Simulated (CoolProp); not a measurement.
Vapour-liquid equilibrium of R143a (1) + dimethyl ether (2) at 22.85 °C; x and y are mole fractions of (1).

The numbers come from the multi-fluid Helmholtz-energy mixture model, Lemmon and Jacobsen 2000 and Wu 2011; pair parameters Bell 2016 in CoolProp.

```json
[
 {"x": "0.05", "bubble pressure, mixture model (MPa)": "0.5913", "bubble pressure, Raoult's law (MPa)": "0.5863", "y, mixture model": "0.101", "y, Raoult's law": "0.102"},
 {"x": "0.2", "bubble pressure, mixture model (MPa)": "0.6964", "bubble pressure, Raoult's law (MPa)": "0.6820", "y, mixture model": "0.337", "y, Raoult's law": "0.350"},
 {"x": "0.35", "bubble pressure, mixture model (MPa)": "0.7948", "bubble pressure, Raoult's law (MPa)": "0.7777", "y, mixture model": "0.511", "y, Raoult's law": "0.537"},
 {"x": "0.5", "bubble pressure, mixture model (MPa)": "0.8889", "bubble pressure, Raoult's law (MPa)": "0.8734", "y, mixture model": "0.649", "y, Raoult's law": "0.683"},
 {"x": "0.65", "bubble pressure, mixture model (MPa)": "0.9803", "bubble pressure, Raoult's law (MPa)": "0.9691", "y, mixture model": "0.766", "y, Raoult's law": "0.800"},
 {"x": "0.8", "bubble pressure, mixture model (MPa)": "1.071", "bubble pressure, Raoult's law (MPa)": "1.065", "y, mixture model": "0.870", "y, Raoult's law": "0.896"},
 {"x": "0.95", "bubble pressure, mixture model (MPa)": "1.162", "bubble pressure, Raoult's law (MPa)": "1.161", "y, mixture model": "0.968", "y, Raoult's law": "0.976"}
]
```

The largest gap from Raoult's law is +2.2 % in bubble pressure, at x = 0.35. No azeotrope shows between x = 0.05 and 0.95.

Pair parameters are fitted to limited data, so mixtures are less certain than the pure fluids.
